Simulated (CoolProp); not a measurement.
Saturation properties of nitrogen.

Model: reference Helmholtz-energy equation of state, Span 2000, in CoolProp.

```
T (K)  p (kPa)  enthalpy of vaporisation (kJ/kg)  vapour Z  surface tension (mN/m)  vapour viscosity (µPa s)
-----  -------  --------------------------------  --------  ----------------------  ------------------------
78.8     119.7                             197.3    0.9514                    8.55                      5.56
81.4     159.1                             193.7    0.9406                    7.97                      5.76
83.9     205.5                             190.2    0.9290                    7.42                      5.97
86.5     263.8                             186.2    0.9154                    6.86                      6.18
89       330.6                             182.2    0.9010                    6.32                      6.39
91.5     409.0                             177.9    0.8852                    5.80                      6.61
94.1     504.1                             173.1    0.8673                    5.26                      6.85
96.6     609.9                             168.2    0.8485                    4.76                      7.09
99.2     736.0                             162.7    0.8273                    4.24                      7.35
101.7    873.9                                 ?    0.8052                    3.76                      7.61
104.3     1036                             150.6    0.7803                    3.27                      7.90
106.8     1212                             143.9    0.7542                    2.81                      8.20
109.3     1407                             136.5    0.7258                    2.37                         ?
111.9        ?                             128.0    0.6935                    1.92                      8.91
```

Q: Complete the blanks.

A: 
- 101.7, enthalpy of vaporisation (kJ/kg): 157.1
- 109.3, vapour viscosity (µPa s): 8.53
- 111.9, p (kPa): 1634

It boils at 77.4 K under 1 atm.

Viscosity comes from a separate model (Lemmon 2004). Surface tension comes from a separate correlation (Mulero 2012).
